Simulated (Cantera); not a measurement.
A perfectly stirred reactor is fed with H2 : O2 = 0.013 : 1 (molar parts), at 0.0263 atm; it is held at 923 K, and followed from long to short residence time.

Cantera simulation using the H2/O2 subset of GRI-Mech 3.0, which has no nitrogen chemistry; the numbers are that mechanism's predictions, not measurements. Radical loss at walls, strong at low pressure, is not modelled. Below about 950 K walls govern HO2 and H2O2 in real vessels.

Task: What does this change do: temperature 923 to 1048 K?

Result: 
```json
[
 {"quantity": "x(H2) at τ = 0.360 s", "before": "0.000580", "after": "0.000201"},
 {"quantity": "x(O2) at τ = 0.360 s", "before": "0.987", "after": "0.986"},
 {"quantity": "x(H) at τ = 0.360 s", "before": "2.70e-5", "after": "3.93e-5"},
 {"quantity": "x(H2O) at τ = 0.360 s", "before": "0.0123", "after": "0.0126"},
 {"quantity": "x(O) at τ = 0.360 s", "before": "0.000396", "after": "0.000951"},
 {"quantity": "x(H2) at τ = 22.0 ms", "before": "0.00246", "after": "0.000983"},
 {"quantity": "x(O2) at τ = 22.0 ms", "before": "0.985", "after": "0.983"},
 {"quantity": "x(H) at τ = 22.0 ms", "before": "0.000319", "after": "0.000422"},
 {"quantity": "x(H2O) at τ = 22.0 ms", "before": "0.0101", "after": "0.0113"},
 {"quantity": "x(O) at τ = 22.0 ms", "before": "0.00140", "after": "0.00342"}
]
```
